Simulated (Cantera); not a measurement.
Charge: 1 mol Si, 0.0028 mol O2, 6.3 mol H2, a varied amount of N2O, at 1248.15 K and 3.40 Pa.

Cantera equilibrium calculation (NASA polynomials, part measured and part estimated; ideal gas, pure solids and liquids). Candidate condensed phases: H2O, Si, SiO2, Si2N2O, Si3N4; 35 gas species. Mutual solubility and eutectic melting of coexisting phases are not modelled. The tables hold silica as quartz up to 1696 K and as liquid above; real silica turns to tridymite and cristobalite and melts near 1996 K. Rates play no part.

**Question.** At 1.5 mol N2O, list the 4 most abundant gas species with their mole fractions, and the condensed phases.

**Answer.** H2 0.824, N2 0.175, SiO 0.00104, H 7.29e-5. Condensed: SiO2(β-quartz) + Si2N2O(s).
